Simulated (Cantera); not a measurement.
Cantera run:

```python
import numpy as np
import cantera as ct

gas_names = """
    Cu CuO Cu2 N NO NO2 NO3 N2 N2O O O2 O3
""".split()
cond_names = """
    Cu(cr) Cu(L) CuO(s) Cu2O(s) Cu2O(L)
""".split()


# ... load() reads the species with a 1 bar reference pressure and builds the phases ...
atoms = {
    'Cu': {'Cu': 1},
    'O2': {'O': 2},
    'N2': {'N': 2},
}
top_T = {'CuO(s)': 1390}  # K; cautious upper limits of use, not melting points


# ... equilibrate(T, P, feed) seeds the gas with the atoms and calls Mixture.equilibrate('TP', solver="vcs", rtol=1e-11, max_steps=5000) ...
results = []
T = 948.15  # K
P = 13332.2  # Pa
for m in [0.1, 0.25, 0.4, 0.54, 0.69, 0.84, 0.98, 1.1, 1.3]:
    feed = {'Cu': 1, 'O2': m, 'N2': 1.3}  # mol
    mix = equilibrate(T, P, feed)
    results.append((T, P, feed, dict(zip(mix.species_names, mix.species_moles))))
    x = sorted(zip(gas.X, gas.species_names), reverse=True)
    print(f"T = {T:g} K  P = {P:g} Pa  n(O2) = {m:g} mol  gas = {mix.phase_moles(0):.4g} mol")
    print("   x: " + "  ".join(f"{s} {v:.3e}" for v, s in x if v > 0.0001))
    print("   condensed (mol): " + ("  ".join(f"{mix.phase(i).name} {mix.phase_moles(i):.4g}"
          for i in range(1, mix.n_phases) if mix.phase_moles(i) > 1e-12) or "none"))
```

Output:

```
T = 948.15 K  P = 13332.2 Pa  n(O2) = 0.1 mol  gas = 1.3 mol
   x: N2 1.000e+00
   condensed (mol): Cu(cr) 0.6  Cu2O(s) 0.2
T = 948.15 K  P = 13332.2 Pa  n(O2) = 0.25 mol  gas = 1.3 mol
   x: N2 1.000e+00
   condensed (mol): Cu(cr) 1.452e-09  Cu2O(s) 0.5
T = 948.15 K  P = 13332.2 Pa  n(O2) = 0.4 mol  gas = 1.3 mol
   x: N2 9.998e-01  O2 1.669e-04
   condensed (mol): CuO(s) 0.5991  Cu2O(s) 0.2004
T = 948.15 K  P = 13332.2 Pa  n(O2) = 0.54 mol  gas = 1.34 mol
   x: N2 9.701e-01  O2 2.985e-02
   condensed (mol): CuO(s) 1
T = 948.15 K  P = 13332.2 Pa  n(O2) = 0.69 mol  gas = 1.49 mol
   x: N2 8.725e-01  O2 1.275e-01
   condensed (mol): CuO(s) 1
T = 948.15 K  P = 13332.2 Pa  n(O2) = 0.84 mol  gas = 1.64 mol
   x: N2 7.927e-01  O2 2.073e-01
   condensed (mol): CuO(s) 1
T = 948.15 K  P = 13332.2 Pa  n(O2) = 0.98 mol  gas = 1.78 mol
   x: N2 7.303e-01  O2 2.697e-01
   condensed (mol): CuO(s) 1
T = 948.15 K  P = 13332.2 Pa  n(O2) = 1.1 mol  gas = 1.9 mol
   x: N2 6.842e-01  O2 3.158e-01
   condensed (mol): CuO(s) 1
T = 948.15 K  P = 13332.2 Pa  n(O2) = 1.3 mol  gas = 2.1 mol
   x: N2 6.190e-01  O2 3.809e-01
   condensed (mol): CuO(s) 1
```

These are equilibrium values from Cantera (NASA tables, ideal gas, pure condensed phases), not measurements of a reactor.
